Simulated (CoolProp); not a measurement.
Properties of R141b at several states (Tc = 477.5 K, pc = 4.212 MPa, ω = 0.220).

Model: reference Helmholtz-energy equation of state, Lemmon 2006, in CoolProp. It is a short technical equation, of lower accuracy than the large ones.

```json
[
 {"T (K)": "201.4", "p (MPa)": "0.15", "phase": "liquid", "speed of sound (m/s)": "___", "Joule-Thomson coefficient (K/MPa)": "-0.4753"},
 {"T (K)": "394.6", "p (MPa)": "0.0915", "phase": "gas", "speed of sound (m/s)": "172.7", "Joule-Thomson coefficient (K/MPa)": "___"},
 {"T (K)": "291.4", "p (MPa)": "0.0256", "phase": "gas", "speed of sound (m/s)": "___", "Joule-Thomson coefficient (K/MPa)": "___"}
]
```

Question: Complete the blanks.

Answer: 
- 201.4, speed of sound (m/s): 1213
- 394.6, Joule-Thomson coefficient (K/MPa): 15.75
- 291.4, speed of sound (m/s): 150.0
- 291.4, Joule-Thomson coefficient (K/MPa): 49.43
